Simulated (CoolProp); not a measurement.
Vapour-liquid equilibrium of R125 (1) + R134a (2) at 13.05 °C; x and y are mole fractions of (1).

The numbers come from the multi-fluid Helmholtz-energy mixture model, Lemmon 2005 and Tillner-Roth 1994; pair parameters Lemmon 2004 in CoolProp.

| x | bubble pressure (bar) | y at the bubble point | dew pressure at overall composition x (bar) | liquid density (mol/L) |
|---|---|---|---|---|
| 0.05 | 4.862 | 0.097 | 4.725 | 12.16 |
| 0.2 | 5.679 | … | 5.195 | … |
| 0.35 | … | 0.509 | 5.756 | 11.63 |
| 0.5 | 7.270 | 0.652 | 6.434 | 11.36 |
| 0.65 | 8.057 | 0.772 | 7.256 | 11.09 |
| 0.8 | 8.849 | 0.877 | 8.258 | 10.83 |
| 0.95 | 9.654 | 0.970 | 9.471 | 10.55 |

### Question
Complete the blanks.

### Answer

- 0.2, y at the bubble point: 0.331
- 0.2, liquid density (mol/L): 11.90
- 0.35, bubble pressure (bar): 6.479

No azeotrope shows between x = 0.05 and 0.95.

Pair parameters are fitted to limited data, so mixtures are less certain than the pure fluids.
